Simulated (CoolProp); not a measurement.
Vapour-liquid equilibrium of R113 (1) + n-hexane (2) at 322.3 K; x and y are mole fractions of (1).

Values from CoolProp's multi-fluid Helmholtz-energy mixture model, Marx 1992 and Thol 2019; pair parameters Bell 2016.

| x | bubble pressure (kPa) | y at the bubble point | dew pressure at overall composition x (kPa) | liquid density (mol/L) |
|---|---|---|---|---|
| 0.05 | 56.93 | 0.122 | 54.21 | 7.365 |
| 0.15 | 64.95 | 0.304 | 58.06 | 7.422 |
| 0.25 | 71.93 | 0.436 | 62.41 | 7.481 |
| 0.35 | 78.08 | 0.539 | 67.29 | 7.543 |
| 0.45 | 83.58 | 0.625 | 72.74 | 7.607 |
| 0.55 | 88.55 | 0.701 | 78.74 | 7.675 |
| 0.65 | 93.11 | 0.769 | 85.19 | 7.747 |
| 0.75 | 97.33 | 0.835 | 91.82 | 7.822 |
| 0.85 | 101.3 | 0.900 | 98.27 | 7.901 |
| 0.95 | 104.9 | 0.966 | 104.1 | 7.985 |

No azeotrope shows between x = 0.05 and 0.95.

The pair parameters rest on a limited set of measurements; away from them the model extrapolates.
